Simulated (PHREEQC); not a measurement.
A made-up water analysis in mg/L, 25 °C, pH 5.62, pe 2: Na 0.038; K 0.0092; Ca 0.077; Mg 0.0756; Cl 0.106; S(6) as SO4 0.0104; Alkalinity as HCO3 0.509; Mn(2) 6.87e-05; Li 0.00103; Br 0.00254; Zn 0.00456.

Na is adjusted to close the charge balance.
Valence states are taken as typed.

All values are PHREEQC results (ion-association model, wateq4f.dat), not measurements.

```
Quantity                  Value
--------------  ---------------
ionic strength  1.92e-5 mol/kgw
```

| species | molality | activity | log γ |
|---|---|---|---|
| CO2 | 5.77e-5 | 5.77e-5 | 0.000 |
| HCO3- | 1.08e-5 | 1.07e-5 | -0.002 |
| Mg+2 | 3.11e-6 | 3.05e-6 | -0.009 |
| Cl- | 2.99e-6 | 2.97e-6 | -0.002 |
| H+ | 2.41e-6 | 2.40e-6 | -0.002 |
| Ca+2 | 1.92e-6 | 1.88e-6 | -0.009 |
| Na+ | 9.93e-7 | 9.88e-7 | -0.002 |
| K+ | 2.35e-7 | 2.34e-7 | -0.002 |
| Li+ | 1.48e-7 | 1.48e-7 | -0.002 |
| SO4-2 | 1.08e-7 | 1.06e-7 | -0.009 |
| Zn+2 | 6.96e-8 | 6.82e-8 | -0.009 |

No solid was allowed to form.
